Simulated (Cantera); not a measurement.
What does this Cantera script print?

```python
import numpy as np
import cantera as ct

gas_names = """
    O2 B2O3 PbO CrO3
""".split()
cond_names = """
    B(b) B(L) Ti(a) Ti(b) Ti(L) Ti2O3(a) Ti2O3(b) Ti2O3(L) Nb(cr) Nb(L) NbO2(I) NbO2(II) NbO2(III)
    NbO2(L) Pb(cr) Pb(L) Cr(cr) Cr(L)
""".split()


def load(file, names, dense=False):
    # The tables refer to 1 bar. Condensed volumes are neglected.
    table = {s.name: s for s in ct.Species.list_from_file(file)}
    out = []
    for n in names:
        d = dict(table[n].input_data)
        d["thermo"] = dict(d["thermo"], **{"reference-pressure": 1e5})
        if dense:
            d["equation-of-state"] = {"model": "constant-volume", "density": "1e6 g/cm^3"}
        out.append(ct.Species.from_dict(d))
    return out


species = {s.name: s for s in load("nasa_gas.yaml", gas_names) + load("nasa_condensed.yaml", cond_names)}
# Each term lists the table entries of one substance; the one whose range holds T is used.
reactions = {
    '1.333 B + O2(g) = 0.6667 B2O3(g)':
        [(-1.3333333333333333, ['B(b)', 'B(L)']), (-1, ['O2']), (0.6666666666666666, ['B2O3'])],
    '1.333 Ti + O2(g) = 0.6667 Ti2O3':
        [(-1.3333333333333333, ['Ti(a)', 'Ti(b)', 'Ti(L)']), (-1, ['O2']), (0.6666666666666666, ['Ti2O3(a)', 'Ti2O3(b)', 'Ti2O3(L)'])],
    'Nb + O2(g) = NbO2':
        [(-1, ['Nb(cr)', 'Nb(L)']), (-1, ['O2']), (1, ['NbO2(I)', 'NbO2(II)', 'NbO2(III)', 'NbO2(L)'])],
    '2 Pb + O2(g) = 2 PbO(g)':
        [(-2, ['Pb(cr)', 'Pb(L)']), (-1, ['O2']), (2, ['PbO'])],
    '0.6667 Cr + O2(g) = 0.6667 CrO3(g)':
        [(-0.6666666666666666, ['Cr(cr)', 'Cr(L)']), (-1, ['O2']), (0.6666666666666666, ['CrO3'])],
}


def pick(names, T):
    return next(species[n] for n in names if species[n].thermo.min_temp <= T <= species[n].thermo.max_temp)


results = []
for label, terms in reactions.items():
    print(label)
    print("     T/K   dH/kJ  dS/(J/K)   dG/kJ   log10 K")
    for T in [300, 2350, 2375, 2400, 2425, 2450, 2475, 2500, 2525, 2550]:
        used = [(nu, pick(names, T)) for nu, names in terms]
        dH = sum(nu * s.thermo.h(T) for nu, s in used) / 1e6
        dS = sum(nu * s.thermo.s(T) for nu, s in used) / 1e3
        dG = dH - T * dS / 1e3
        logK = -dG * 1e6 / (ct.gas_constant * T * np.log(10))
        results.append((label, T, dH, dS, dG, logK, [s.name for _, s in used]))
        print(f"{T:8g} {dH:8.1f} {dS:8.1f} {dG:8.1f} {logK:8.2f}")
```

It prints:

```
1.333 B + O2(g) = 0.6667 B2O3(g)
     T/K   dH/kJ  dS/(J/K)   dG/kJ   log10 K
     300   -557.3    -23.7   -550.2    95.80
    2350   -568.0    -31.9   -493.0    10.96
    2375   -635.2    -60.5   -491.4    10.81
    2400   -635.5    -60.6   -489.9    10.66
    2425   -635.8    -60.8   -488.4    10.52
    2450   -636.0    -60.9   -486.9    10.38
    2475   -636.3    -61.0   -485.4    10.24
    2500   -636.6    -61.1   -483.8    10.11
    2525   -636.8    -61.2   -482.3     9.98
    2550   -637.1    -61.3   -480.8     9.85
1.333 Ti + O2(g) = 0.6667 Ti2O3
     T/K   dH/kJ  dS/(J/K)   dG/kJ   log10 K
     300  -1013.9   -194.4   -955.6   166.37
    2350   -937.0   -141.3   -604.9    13.45
    2375   -936.9   -141.3   -601.4    13.23
    2400   -936.8   -141.2   -597.9    13.01
    2425   -936.7   -141.2   -594.3    12.80
    2450   -936.6   -141.1   -590.8    12.60
    2475   -936.5   -141.1   -587.3    12.39
    2500   -936.5   -141.1   -583.7    12.20
    2525   -936.4   -141.1   -580.2    12.00
    2550   -936.3   -141.0   -576.7    11.81
Nb + O2(g) = NbO2
     T/K   dH/kJ  dS/(J/K)   dG/kJ   log10 K
     300   -794.9   -187.1   -738.8   128.64
    2350   -665.9   -110.7   -405.8     9.02
    2375   -665.4   -110.5   -403.1     8.86
    2400   -665.0   -110.3   -400.3     8.71
    2425   -664.5   -110.1   -397.6     8.56
    2450   -664.1   -109.9   -394.8     8.42
    2475   -663.7   -109.7   -392.1     8.27
    2500   -663.3   -109.6   -389.3     8.13
    2525   -662.9   -109.4   -386.6     8.00
    2550   -662.5   -109.3   -383.8     7.86
2 Pb + O2(g) = 2 PbO(g)
     T/K   dH/kJ  dS/(J/K)   dG/kJ   log10 K
     300    140.6    145.2     97.0   -16.89
    2350     91.6     90.0   -119.9     2.67
    2375     91.1     89.8   -122.2     2.69
    2400     90.5     89.6   -124.4     2.71
    2425     90.0     89.3   -126.6     2.73
    2450     89.5     89.1   -128.9     2.75
    2475     88.9     88.9   -131.1     2.77
    2500     88.4     88.7   -133.3     2.79
    2525     87.9     88.5   -135.5     2.80
    2550     87.3     88.3   -137.7     2.82
0.6667 Cr + O2(g) = 0.6667 CrO3(g)
     T/K   dH/kJ  dS/(J/K)   dG/kJ   log10 K
     300   -195.3    -43.5   -182.2    31.73
    2350   -225.9    -62.7    -78.5     1.75
    2375   -226.2    -62.8    -77.0     1.69
    2400   -226.4    -62.9    -75.4     1.64
    2425   -226.7    -63.0    -73.8     1.59
    2450   -226.9    -63.1    -72.2     1.54
    2475   -227.2    -63.2    -70.7     1.49
    2500   -227.4    -63.3    -69.1     1.44
    2525   -227.7    -63.4    -67.5     1.40
    2550   -227.9    -63.5    -65.9     1.35
```

Standard-state values (1 bar) from the NASA 1993 polynomials, evaluated with Cantera. Condensed species are held in their standard states even where they would react or evaporate.
